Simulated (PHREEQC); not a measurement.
## Acid rinse or clean: speciation

Make-up at 25 °C: 0.05 mol HCl, 0.00016 mol NaCl and 0.15 mol MnSO4 per kg of water. Closed to the air; pH follows from the charge balance.

Equilibrium calculation in PHREEQC: ion-association model, phreeqc.dat.

The pH is 1.81, the ionic strength comes out as 0.348 mol/kgw and the specific conductance is 19400 µS/cm. The density comes out as 1.018 g/cm³ and the total alkalinity is -50.0 meq/kg.

```csv
species,molality,activity,log γ
Mn+2,0.0874,0.0243,-0.557
SO4-2,0.0617,0.0146,-0.625
MnSO4,0.0582,0.0631,0.035
Cl-,0.0457,0.0309,-0.171
HSO4-,0.0301,0.0220,-0.136
H+,0.0199,0.0155,-0.110
MnCl+,0.00434,0.00305,-0.153
Na+,0.000149,0.000108,-0.140
MnCl2,3.80e-5,4.11e-5,0.035
NaSO4-,1.11e-5,7.91e-6,-0.147
MnCl3-,4.97e-7,3.50e-7,-0.153
```

This is a speciation only: nothing precipitates in the calculation.
